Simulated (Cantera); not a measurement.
A perfectly stirred reactor is fed with 3.72 % CH₄, 0.123 % C₂H₆, 16.1 % O₂, 60.3 % N₂, 19.7 % H₂O, equivalence ratio 0.49, at 1430 Torr; it is adiabatic with a 750 K inlet, and is followed from long to short residence time, starting on the burning branch (τ in s: 0.16, 0.076, 0.035, 0.016, 0.0076, 0.0035, 0.0017, 0.00077, 0.00036, 0.00017, 7.8e-05, 3.6e-05, 1.7e-05).

Computed with Cantera and GRI-Mech 3.0 (53 species, 325 reactions).

Task: Predict: blow-out, bracketed by the residence times tried; x(CH₄) at τ = 0.160 s; x(C₂H₆) at τ = 0.160 s; x(O₂) at τ = 0.160 s; x(CH₃) at τ = 0.160 s; x(CH₄) at τ = 1.70 ms; x(C₂H₆) at τ = 1.70 ms; x(O₂) at τ = 1.70 ms; x(CH₃) at τ = 1.70 ms.

Result: 
```json
{
  "blow_out_bracketed_by_the_residence_times_tried": "burning at 0.770 ms, out at 0.360 ms",
  "x(CH₄) at τ = 0.160 s": "1.12e-5",
  "x(C₂H₆) at τ = 0.160 s": "8.02e-8",
  "x(O₂) at τ = 0.160 s": "0.0820",
  "x(CH₃) at τ = 0.160 s": "1.94e-6",
  "x(CH₄) at τ = 1.70 ms": "0.000271",
  "x(C₂H₆) at τ = 1.70 ms": "2.60e-6",
  "x(O₂) at τ = 1.70 ms": "0.0841",
  "x(CH₃) at τ = 1.70 ms": "4.21e-5"
}
```
